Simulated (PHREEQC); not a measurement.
Make-up at 50 °C: 5.2 mmol/kgw FeCl3, 6.8 mmol/kgw NaH2PO4 and 0.043 mmol/kgw Na2SO4. Closed to the air; pH follows from the charge balance.

Computed with PHREEQC (ion-association model, wateq4f.dat).

No solid was allowed to form.

Q: Order these S species by the share of S that they hold, largest first: HSO4-, SO4-2, NaSO4-, FeSO4+.

A: SO4-2 (87 %), HSO4- (6.3 %), FeSO4+ (5.3 %), NaSO4- (1.9 %)

Q: Order these P species by the share of P that they hold, largest first: H2PO4-, H3PO4, FeH2PO4+2.

A: FeH2PO4+2 (66 %), H2PO4- (30 %), H3PO4 (3.3 %)

The pH is 3.19 and the ionic strength 0.0227 mol/kgw. Saturation is exceeded, for instance for Strengite, Hematite (slow to form); the values hold only as long as no solid forms. H3PO4, which wateq4f.dat lacks, is added to it with the constant of phreeqc.dat. Away from 25 °C the constants follow the database's enthalpies or fits; those with neither stay at their 25 °C values.
